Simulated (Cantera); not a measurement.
Charge: 1 mol SiO₂, 0.31 mol C, 0.078 mol H₂, equilibrated at 77.0 Pa.

Equilibrium computed with Cantera from the NASA thermochemical tables; the gas is ideal and each condensed phase is pure. Candidate condensed phases: C, C₆H₆, C₇H₈, C₈H₁₈, H₂O, Si, SiC, SiO₂; 123 gas species. The tables hold silica as quartz up to 1696 K and as liquid above; real silica turns to tridymite and cristobalite and melts near 1996 K. Rates play no part.

### Question
Which condensed phases are stable at each of these points (T (K)): 2173, 2223, 2273, 2323, 2373, 2423, 2473, 2523?

### Answer
```csv
T (K),condensed phases,Si condensed (%)
2173,SiO₂(l),53.2
2223,SiO₂(l),40.0
2273,gas only,0.0
2323,gas only,0.0
2373,gas only,0.0
2423,gas only,0.0
2473,gas only,0.0
2523,gas only,0.0
```

From 2173 K to 2223 K the condensed part is SiO₂(l). From 2273 K to 2523 K nothing is condensed.
